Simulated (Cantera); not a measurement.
A perfectly stirred reactor is fed with H2 : O2 : N2 = 1 : 0.806 : 8.87 (molar parts), equivalence ratio 0.62, at 3980 Torr; it is adiabatic with a 798 K inlet, and is followed from long to short residence time, starting on the burning branch (τ in s: 0.031, 0.01, 0.0035, 0.0012, 0.00038, 0.00013, 4.3e-05, 1.4e-05, 4.7e-06).

Cantera simulation using GRI-Mech 3.0 (53 species, 325 reactions); the numbers are that mechanism's predictions, not measurements. The hydrogen kinetics of GRI-Mech 3.0 are dated; newer H2 mechanisms differ, most at raised pressure.

Predict: blow-out, bracketed by the residence times tried; x(H2) at τ = 31.0 ms; x(O2) at τ = 31.0 ms; x(N2O) at τ = 31.0 ms; x(NO) at τ = 31.0 ms; x(NO2) at τ = 31.0 ms; x(H2) at τ = 0.380 ms; x(O2) at τ = 0.380 ms; x(N2O) at τ = 0.380 ms; x(NO) at τ = 0.380 ms; x(NO2) at τ = 0.380 ms.


| Item | Value |
|---|---|
| blow-out, bracketed by the residence times tried | burning at 43.0 µs, out at 14.0 µs |
| x(H2) at τ = 31.0 ms | 0.000131 |
| x(O2) at τ = 31.0 ms | 0.0301 |
| x(N2O) at τ = 31.0 ms | 1.86e-6 |
| x(NO) at τ = 31.0 ms | 2.13e-6 |
| x(NO2) at τ = 31.0 ms | 4.05e-8 |
| x(H2) at τ = 0.380 ms | 0.00236 |
| x(O2) at τ = 0.380 ms | 0.0308 |
| x(N2O) at τ = 0.380 ms | 1.05e-6 |
| x(NO) at τ = 0.380 ms | 2.07e-6 |
| x(NO2) at τ = 0.380 ms | 1.08e-8 |
